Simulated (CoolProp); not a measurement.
Computed with CoolProp (reference Helmholtz-energy equation of state, Lemmon 2006). It is a short technical equation, of lower accuracy than the large ones.

Problem. For C3F8 (R218), give the phase and the Z, isothermal compressibility (1/MPa), viscosity (µPa s), conductivity (mW/(m K)) at 200.4 K and 10 MPa; 200.4 K and 12.5 MPa; 200.4 K and 15 MPa.

Solution. 
- 200.4 K and 10 MPa: liquid; Z 0.637, isothermal compressibility 0.00143, viscosity 1000, conductivity 74.7
- 200.4 K and 12.5 MPa: liquid; Z 0.793, isothermal compressibility 0.00137, viscosity 1040, conductivity 75.5
- 200.4 K and 15 MPa: liquid; Z 0.948, isothermal compressibility 0.00132, viscosity 1080, conductivity 76.3

Viscosity comes from a separate model (Huber 2003), an estimate that may be off by 10 % or more. Thermal conductivity comes from a separate model (Huber 2003), an estimate that may be off by 10 % or more.
